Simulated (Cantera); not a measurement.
What does this Cantera script print?

```python
import numpy as np
import cantera as ct

gas_names = """
    AL ALN ALO ALO2 AL2 AL2O AL2O2 N NO NO2 NO3 N2 N2O O O2 O3
""".split()
cond_names = """
    AL(cr) AL(L) ALN(s) AL2O3(a) AL2O3(L)
""".split()


# ... load() reads the species with a 1 bar reference pressure and builds the phases ...
atoms = {
    'AlN': {'AL': 1, 'N': 1},
    'O2': {'O': 2},
}
top_T = {'ALN(s)': 2750}  # K; cautious upper limits of use, not melting points


# ... equilibrate(T, P, feed) seeds the gas with the atoms and calls Mixture.equilibrate('TP', solver="vcs", rtol=1e-11, max_steps=5000) ...
results = []
feed = {'AlN': 1, 'O2': 13}  # mol
T = 1273  # K
P = 3.5  # Pa
mix = equilibrate(T, P, feed)
results.append((T, P, feed, dict(zip(mix.species_names, mix.species_moles))))
print(gas.report(threshold=0.001))
for i in range(1, mix.n_phases):
    print(f"{mix.phase(i).name:16s} {mix.phase_moles(i):12.5e} mol")
```

It prints:

```
       temperature   1273 K
          pressure   3.5 Pa
           density   1.0529e-05 kg/m^3
  mean mol. weight   31.841 kg/kmol
   phase of matter   gas

                          1 kg             1 kmol
                     ---------------   ---------------
          enthalpy        1.0146e+06        3.2307e+07  J
   internal energy        6.8221e+05        2.1723e+07  J
           entropy             10621        3.3819e+05  J/K
    Gibbs function       -1.2506e+07       -3.9821e+08  J
 heat capacity c_p            1122.3             35736  J/K
 heat capacity c_v            861.17             27421  J/K

                      mass frac. Y      mole frac. X     chem. pot. / RT
                     ---------------   ---------------   ---------------
                N2          0.034432          0.039136           -39.023
                O2           0.96541           0.96069           -37.566
     [  +14 minor]        0.00015759        0.00017553

AL(L)             0.00000e+00 mol
ALN(s)            0.00000e+00 mol
AL2O3(a)          5.00000e-01 mol
```

These are equilibrium values from Cantera (NASA tables, ideal gas, pure condensed phases), not measurements of a reactor.
